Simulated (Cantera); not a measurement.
Input (Python, Cantera) and output of one run.

```python
import numpy as np
import cantera as ct

gas_names = """
    Ca CaCL CaCL2 CaO CaOH CaO2H2 Ca2 CL CLO CL2 H HCL HOCL HO2 H2 H2O H2O2 O OH O2 O3
""".split()
cond_names = """
    Ca(a) Ca(b) Ca(L) CaCL2(s) CaCL2(L) CaO(s) CaO(L) CaO2H2(s) H2O(s) H2O(L)
""".split()


# ... load() reads the species with a 1 bar reference pressure and builds the phases ...
atoms = {
    'CaCl2': {'Ca': 1, 'CL': 2},
    'H2O': {'H': 2, 'O': 1},
    'H2': {'H': 2},
}
top_T = {}  # K; cautious upper limits of use, not melting points


# ... equilibrate(T, P, feed) seeds the gas with the atoms and calls Mixture.equilibrate('TP', solver="vcs", rtol=1e-11, max_steps=5000) ...
results = []
feed = {'CaCl2': 1, 'H2O': 2.7, 'H2': 0.42}  # mol
T = 1850  # K
P = 10000  # Pa
mix = equilibrate(T, P, feed)
results.append((T, P, feed, dict(zip(mix.species_names, mix.species_moles))))
print(gas.report(threshold=0.001))
for i in range(1, mix.n_phases):
    print(f"{mix.phase(i).name:16s} {mix.phase_moles(i):12.5e} mol")
```

It prints:

```
       temperature   1850 K
          pressure   10000 Pa
           density   0.020443 kg/m^3
  mean mol. weight   31.444 kg/kmol
   phase of matter   gas

                          1 kg             1 kmol
                     ---------------   ---------------
          enthalpy       -4.4253e+06       -1.3915e+08  J
   internal energy       -4.9144e+06       -1.5453e+08  J
           entropy            9316.3        2.9294e+05  J/K
    Gibbs function        -2.166e+07        -6.811e+08  J
 heat capacity c_p              1462             45971  J/K
 heat capacity c_v            1197.6             37657  J/K

                      mass frac. Y      mole frac. X     chem. pot. / RT
                     ---------------   ---------------   ---------------
             CaCL2           0.38575            0.1093           -77.346
                CL         0.0012111         0.0010742           -23.779
               HCL            0.3076            0.2653           -35.688
                H2         0.0065531           0.10221           -23.818
               H2O           0.29868           0.52133           -45.809
     [  +16 minor]        0.00020816        0.00078527

Ca(L)             0.00000e+00 mol
CaCL2(L)          0.00000e+00 mol
CaO(s)            5.49147e-01 mol
```

Method: chemical equilibrium by Gibbs-energy minimisation in Cantera with the NASA 1993 tables (ideal gas, pure condensed phases). Condensed phases not in the tables: oxide chlorides.
